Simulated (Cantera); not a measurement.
A closed system holds: 1 mol Cu2O, 3.5 mol H2, 0.077 mol H2O, held at 4130 Torr.

Equilibrium computed with Cantera from the NASA thermochemical tables; the gas is ideal and each condensed phase is pure. Candidate condensed phases: Cu, CuO, Cu(OH)2, Cu2O, H2O; 12 gas species. Kinetics and transport are ignored.

x: gas mole fraction; n: condensed amount in mol.

```csv
T (°C),x H2,x H2O,x H,x Cu,x OH,x Cu2,n Cu(s),n Cu(l)
850,0.699,0.301,1.52e-8,2.28e-10,3.37e-11,<1e-12,2.00,0
900,0.699,0.301,(withheld),(withheld),(withheld),<1e-12,2.00,0
950,0.699,0.301,(withheld),(withheld),(withheld),<1e-12,2.00,0
1000,0.699,0.301,2.54e-7,1.50e-8,1.26e-9,<1e-12,2.00,0
1050,0.699,0.301,5.65e-7,4.88e-8,3.52e-9,4.99e-12,2.00,0
1100,0.699,0.301,1.19e-6,1.44e-7,9.13e-9,2.28e-11,0,2.00
1150,0.699,0.301,2.37e-6,3.80e-7,2.21e-8,8.80e-11,0,2.00
1200,0.699,0.301,4.51e-6,9.41e-7,5.06e-8,3.09e-10,0,2.00
1250,0.699,0.301,8.24e-6,2.19e-6,1.09e-7,9.93e-10,0,2.00
1300,0.699,0.301,1.45e-5,4.82e-6,2.25e-7,2.96e-9,0,2.00
```

Problem. Complete the blanks.

Solution. 
- 950, x H: 1.07e-7
- 950, x Cu: 4.17e-9
- 950, x OH: 4.16e-10
- 900, x H: 4.20e-8
- 900, x Cu: 1.04e-9
- 900, x OH: 1.25e-10
